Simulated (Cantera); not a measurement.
Input: 1 mol Si2Cl6, 0.11 mol Cl2, 42 mol H2, equilibrated at 725 °C and 1.00 bar.

These are equilibrium values from Cantera (NASA tables, ideal gas, pure condensed phases), not measurements of a reactor. Candidate condensed phases: Si; 19 gas species. The feed counts by its element totals alone. The tables' values for SiCl3 are old estimates; treat these amounts as uncertain. Equilibrium is a limit: real reactors are often held back by kinetics, nucleation or transport.

Base state: H2 0.953, SiCl4 0.0200, SiHCl3 0.0170, HCl 0.00778, SiH2Cl2 0.00156, SiCl3 0.000296, SiCl2 0.000107, SiH3Cl 3.64e-5 (mole fractions); condensed: Si(s).

### Question
What changes in the equilibrium state with this change: temperature from 725 °C to 1400 °C?

### Answer
```json
[
 {"species": "H2", "before": "0.953", "after": "0.893"},
 {"species": "HCl", "before": "0.00778", "after": "0.0788"},
 {"species": "SiCl2", "before": "0.000107", "after": "0.0250"},
 {"species": "SiCl4", "before": "0.0200", "after": "0.000308"},
 {"species": "SiHCl3", "before": "0.0170", "after": "0.000627"},
 {"species": "H", "before": "2.11e-9", "after": "0.000108"},
 {"species": "SiH2Cl2", "before": "0.00156", "after": "0.000220"},
 {"species": "SiCl3", "before": "0.000296", "after": "0.00192"},
 {"species": "SiH3Cl", "before": "3.64e-5", "after": "2.33e-5"},
 {"species": "Si(s), mol", "before": "0.304", "after": "0.733"}
]
```

### Question
What changes in the equilibrium state with this change: H2 from 42 to 650 mol?

### Answer
```tsv
species	before	after
H2	0.953	0.995
HCl	0.00778	0.00323
SiHCl3	0.0170	0.00116
SiCl4	0.0200	0.000544
SiCl3	0.000296	1.98e-5
SiCl2	0.000107	1.77e-5
SiH2Cl2	0.00156	0.000268
Si(s), mol	0.304	0.676
```
